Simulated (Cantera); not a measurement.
A closed system holds: 1 mol Fe3O4, 0.059 mol H2O, at 1252 °C and 75.0 Torr.

Equilibrium computed with Cantera from the NASA thermochemical tables; the gas is ideal and each condensed phase is pure. Candidate condensed phases: Fe, FeO, Fe(OH)2, Fe(OH)3, Fe2O3, Fe3O4, H2O; 12 gas species. The numbers say what is thermodynamically allowed, not how fast it happens.

**Question.** What is the equilibrium state?

**Answer.** 
- x(H2O) = 0.999
- x(H2) = 0.000533
- x(O2) = 0.000243
- x(OH) = 0.000100
- x(Fe(OH)2) = 6.01e-6
- x(H) = 1.73e-6
- n(Fe3O4(s)) = 1.00 mol
- gas amount = 0.05902 mol
- log10 activity of Fe(γ) (absent) = -4.16
